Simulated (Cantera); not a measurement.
## Stirred combustor or abatement burner

A perfectly stirred reactor is fed with 1.19 % CH₄, 1.66 % C₂H₆, 17.4 % O₂, 65.5 % N₂, 14.2 % H₂O, equivalence ratio 0.47, at 101000 Pa; it is adiabatic with a 450 K inlet, and is followed from long to short residence time, starting on the burning branch (τ in s: 0.14, 0.037, 0.0099, 0.0027, 0.00072, 0.00019, 5.3e-05, 1.4e-05, 3.8e-06).

Computed with Cantera and GRI-Mech 3.0 (53 species, 325 reactions).

```tsv
τ (s)	T (K)	x CH₄	x C₂H₆	x O₂	x HCO	x HO₂	x CO₂	x O
0.14	1386	1.05e-5	3.70e-6	0.0920	7.69e-9	5.06e-6	0.0443	2.14e-5
0.037	1379	2.66e-5	9.48e-6	0.0923	3.07e-8	1.21e-5	0.0436	4.85e-5
0.0099	1360	7.83e-5	2.73e-5	0.0935	1.24e-7	2.89e-5	0.0415	9.52e-5
0.0027	450	0.0119	0.0166	0.174	<1e-12	<1e-12	<1e-12	<1e-12
0.00072	450	0.0119	0.0166	0.174	<1e-12	<1e-12	<1e-12	<1e-12
0.00019	450	0.0119	0.0166	0.174	<1e-12	<1e-12	<1e-12	<1e-12
5.3e-5	450	0.0119	0.0166	0.174	<1e-12	<1e-12	<1e-12	<1e-12
1.4e-5	450	0.0119	0.0166	0.174	<1e-12	<1e-12	<1e-12	<1e-12
3.8e-6	450	0.0119	0.0166	0.174	<1e-12	<1e-12	<1e-12	<1e-12
```
x: mole fraction; the columns are a selection and need not sum to one.
